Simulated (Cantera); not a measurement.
Low-pressure radical oxidation in H2/O2

A perfectly stirred reactor is fed with H2 : O2 = 0.036 : 1 (molar parts), equivalence ratio 0.018, at 780 Pa; it is held at 1273 K, and followed from long to short residence time.

Cantera simulation using the H2/O2 subset of GRI-Mech 3.0, which has no nitrogen chemistry; the numbers are that mechanism's predictions, not measurements. Radical loss at walls, strong at low pressure, is not modelled. The temperature is held fixed by assumption; the heat of reaction is taken as removed at once.

```json
[
 {"τ (s)": "0.62", "x H2": "0.000226", "x O2": "0.954", "x H2O2": "2.91e-8", "x O": "0.00912", "x HO2": "8.39e-7", "x H2O": "0.0336"},
 {"τ (s)": "0.29", "x H2": "0.000332", "x O2": "0.950", "x H2O2": "3.15e-8", "x O": "0.0129", "x HO2": "9.70e-7", "x H2O": "0.0329"},
 {"τ (s)": "0.13", "x H2": "0.000488", "x O2": "0.946", "x H2O2": "3.36e-8", "x O": "0.0171", "x HO2": "1.09e-6", "x H2O": "0.0321"},
 {"τ (s)": "0.062", "x H2": "0.000698", "x O2": "0.942", "x H2O2": "3.59e-8", "x O": "0.0203", "x HO2": "1.17e-6", "x H2O": "0.0313"},
 {"τ (s)": "0.029", "x H2": "0.00106", "x O2": "0.940", "x H2O2": "3.97e-8", "x O": "0.0222", "x HO2": "1.24e-6", "x H2O": "0.0304"},
 {"τ (s)": "0.013", "x H2": "0.00178", "x O2": "0.939", "x H2O2": "4.67e-8", "x O": "0.0226", "x HO2": "1.32e-6", "x H2O": "0.0291"},
 {"τ (s)": "0.0062", "x H2": "0.00308", "x O2": "0.939", "x H2O2": "5.69e-8", "x O": "0.0215", "x HO2": "1.39e-6", "x H2O": "0.0273"}
]
```
x: mole fraction; the columns are a selection and need not sum to one.
